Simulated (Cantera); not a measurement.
Feed: 1 mol SiC, 2.3 mol H₂O, 6.8 mol N₂, 0.01 mol O₂, equilibrated at 0.180 Torr.

Equilibrium computed with Cantera from the NASA thermochemical tables; the gas is ideal and each condensed phase is pure. Candidate condensed phases: C, C₆H₆, C₇H₈, C₈H₁₈, H₂O, Si, SiC, SiO₂, Si₂N₂O, Si₃N₄; 151 gas species. The tables hold silica as quartz up to 1696 K and as liquid above; real silica turns to tridymite and cristobalite and melts near 1996 K. Equilibrium is a limit: real reactors are often held back by kinetics, nucleation or transport.

### Question
Which condensed phases are stable at each of these points (T (°C)): 1425, 1475, 1525, 1575, 1625, 1675, 1725, 1775, 1825, 1875?

### Answer
```
T (°C)  condensed phases  Si condensed (%)
------  ----------------  ----------------
1425     SiO₂(condensed)              27.8
1475     SiO₂(condensed)              21.1
1525     SiO₂(condensed)               7.8
1575            gas only               0.0
1625            gas only               0.0
1675            gas only               0.0
1725            gas only               0.0
1775            gas only               0.0
1825            gas only               0.0
1875            gas only               0.0
```

From 1425 °C to 1525 °C the condensed part is SiO₂(condensed). From 1575 °C to 1875 °C nothing is condensed.
